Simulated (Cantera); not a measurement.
**Premixed flame**

A freely propagating, adiabatic, planar premixed flame of 6.92 % CH4, 2.56 % C2H6, 0.346 % C3H8, 18.9 % O2, 71.3 % N2, equivalence ratio 1.3, unburnt at 350 K and 225 Torr; multicomponent+Soret transport, grid criteria slope 0.08 and curve 0.16, no radiation.

Cantera simulation using GRI-Mech 3.0 (53 species, 325 reactions); the numbers are that mechanism's predictions, not measurements. Burning velocities carry a grid error of a few per cent, more on coarse grids.

```csv
z (mm),T (K),u (m/s),x CH4,x C2H6,x C3H8,x C2H,x C2H2,x C2H4
-3.60,350,0.532,0.0691,0.0256,0.00346,<1e-8,<1e-8,5.06e-8
-2.40,352,0.536,0.0688,0.0255,0.00345,<1e-8,2.12e-7,1.57e-6
-1.80,360,0.550,0.0679,0.0255,0.00345,<1e-8,1.76e-6,1.36e-5
-1.20,444,0.683,0.0632,0.0251,0.00348,<1e-8,2.97e-5,0.000241
-0.600,943,1.50,0.0449,0.0177,0.00255,<1e-8,0.000387,0.00260
-0.300,1367,2.22,0.0270,0.00728,0.000829,2.92e-8,0.000948,0.00408
0,1734,2.87,0.00832,0.000479,1.77e-5,1.16e-6,0.00151,0.00179
0.300,1903,3.16,0.00103,3.13e-6,<1e-8,1.78e-6,0.000615,0.000138
0.600,1947,3.23,7.59e-5,1.11e-8,<1e-8,4.10e-7,9.40e-5,3.53e-6
1.20,1966,3.25,4.16e-7,<1e-8,<1e-8,<1e-8,1.52e-6,<1e-8
2.40,1982,3.26,<1e-8,<1e-8,<1e-8,<1e-8,<1e-8,<1e-8
4.80,2002,3.29,<1e-8,<1e-8,<1e-8,<1e-8,<1e-8,<1e-8
9.61,2029,3.33,<1e-8,<1e-8,<1e-8,<1e-8,<1e-8,<1e-8
```
x: mole fraction of selected species; z is measured from the peak of heat release.

- laminar burning velocity = 53.1 cm/s
- thermal thickness = 1.20 mm
- peak x(C2H) = 2.08e-6
- peak x(C2H2) = 0.00151
- peak x(C2H4) = 0.00408
- grid points = 163
